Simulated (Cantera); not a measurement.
An isothermal, constant-pressure homogeneous reactor starts with 1.56 % CO, 1.17 % O₂, 0.0476 % H₂O, 97.2 % N₂, equivalence ratio 0.67, at 1300 K and 19000 Pa.

Cantera simulation using GRI-Mech 3.0 (53 species, 325 reactions); the numbers are that mechanism's predictions, not measurements.

x: mole fraction; the columns are a selection and need not sum to one.

```
t (s)         x CO     x O₂     x H₂O       x O      x OH
--------  --------  -------  --------  --------  --------
0.000300    0.0156   0.0117  0.000476   2.20e-9  1.20e-11
0.000725    0.0156   0.0117  0.000476   5.33e-9  5.60e-11
0.00175     0.0156   0.0117  0.000476   1.36e-8  2.90e-10
0.00424     0.0156   0.0117  0.000476   4.64e-8       ___
0.0103      0.0156   0.0117  0.000476   5.21e-7       ___
0.0248      0.0154   0.0115  0.000466  0.000141       ___
0.0599     0.00785  0.00662   7.64e-5   0.00276       ___
0.145      0.00274  0.00495  0.000260  0.000823       ___
0.350     0.000704  0.00419  0.000433  0.000165       ___
0.847     0.000157  0.00398  0.000468   3.39e-5       ___
2.05       3.16e-5  0.00393  0.000476   6.76e-6       ___
4.95       6.19e-6  0.00392  0.000479   1.37e-6       ___
12.0       1.31e-6  0.00392  0.000479   3.06e-7       ___
29.0       3.28e-7  0.00392  0.000480   8.27e-8       ___
70.0       1.22e-7  0.00392  0.000480   3.38e-8       ___
```

### Question
Fill in the missing entries.

### Answer

- 0.00424, x OH: 1.86e-9
- 0.0103, x OH: 2.83e-8
- 0.0248, x OH: 7.19e-6
- 0.0599, x OH: 4.57e-5
- 0.145, x OH: 5.38e-5
- 0.350, x OH: 3.05e-5
- 0.847, x OH: 1.43e-5
- 2.05, x OH: 6.50e-6
- 4.95, x OH: 2.96e-6
- 12.0, x OH: 1.41e-6
- 29.0, x OH: 7.34e-7
- 70.0, x OH: 4.69e-7
